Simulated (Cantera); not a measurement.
An isothermal, constant-pressure homogeneous reactor starts with N2O : N2 = 0.34 : 5.3 (molar parts), at 1423 K and 100.0 Torr.

Cantera simulation using GRI-Mech 3.0 (53 species, 325 reactions); the numbers are that mechanism's predictions, not measurements. GRI-Mech 3.0 was tuned for natural gas; its chemistry of N2O as a main component is partial and can be far from experiment.

**Question.** Predict: x(N2O) at 40.0 s; x(NO2) at 40.0 s; x(N2) at 40.0 s; x(O2) at 40.0 s; x(O) at 40.0 s; x(NO) at 40.0 s.

**Answer.** x(N2O) at 40.0 s: 4.63e-8 (gas-phase equilibrium 8.71e-9)
x(NO2) at 40.0 s: 9.54e-6 (gas-phase equilibrium 3.17e-7)
x(N2) at 40.0 s: 0.965 (gas-phase equilibrium 0.971)
x(O2) at 40.0 s: 0.0235 (gas-phase equilibrium 0.0291)
x(O) at 40.0 s: 5.71e-7 (gas-phase equilibrium 6.33e-7)
x(NO) at 40.0 s: 0.0114 (gas-phase equilibrium 0.000342)
